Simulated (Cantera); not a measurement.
Charge: 1 mol Si, 0.56 mol HCl, 0.58 mol H₂, equilibrated at 598 K and 15000 Pa.

Method: chemical equilibrium by Gibbs-energy minimisation in Cantera with the NASA 1993 tables (ideal gas, pure condensed phases). Candidate condensed phases: Si; 19 gas species. Kinetics and transport are ignored.

Base state: H₂ 0.847, SiCl₄ 0.109, SiHCl₃ 0.0427, SiH₂Cl₂ 0.000831, HCl 5.68e-5 (mole fractions); condensed: Si(s).

Task: What changes in the equilibrium state with this change: temperature from 598 K to 1600 K?

Result: 
| species | before | after |
|---|---|---|
| H₂ | 0.847 | 0.681 |
| HCl | 5.68e-5 | 0.163 |
| SiCl₂ | 1.66e-9 | 0.135 |
| SiCl₃ | 3.53e-7 | 0.0141 |
| SiCl₄ | 0.109 | 0.00364 |
| SiHCl₃ | 0.0427 | 0.00219 |
| H | <1e-9 | 0.000116 |
| Cl | <1e-9 | 2.20e-5 |
| Si(s), mol | 0.849 | 0.825 |
The tables' values for SiCl₃, SiCl are old estimates; treat these amounts as uncertain.
